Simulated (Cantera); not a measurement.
Input: 1 mol MgCl₂, 0.095 mol H₂O, 170 mol H₂, held at 0.0600 Torr.

Cantera equilibrium calculation (NASA polynomials, part measured and part estimated; ideal gas, pure solids and liquids). Candidate condensed phases: H₂O, Mg, MgCl₂, MgO, Mg(OH)₂; 22 gas species. The numbers say what is thermodynamically allowed, not how fast it happens. All values below are at 1600 K.

Base state: H₂ 0.976, HCl 0.0114, H 0.00601, Mg 0.00572, H₂O 0.000550, MgCl₂ 6.06e-5, Cl 5.55e-5, MgCl 1.21e-5 (mole fractions); condensed: gas only.

What changes in the equilibrium state with this change: MgCl₂ replaced by CaCl₂?


| species | before | after |
|---|---|---|
| H₂ | 0.976 | 0.985 |
| H | 0.00601 | 0.00603 |
| CaCl₂ | 0 | 0.00432 |
| HCl | 0.0114 | 0.00246 |
| Mg | 0.00572 | 0 |
| Ca | 0 | 0.000887 |
| CaCl | 0 | 0.000526 |
| CaO(s), mol | 0 | 0.0147 |
Condensed phases not in the tables: oxide chlorides. Further candidate phases: Ca, CaCl₂, CaO, Ca(OH)₂.
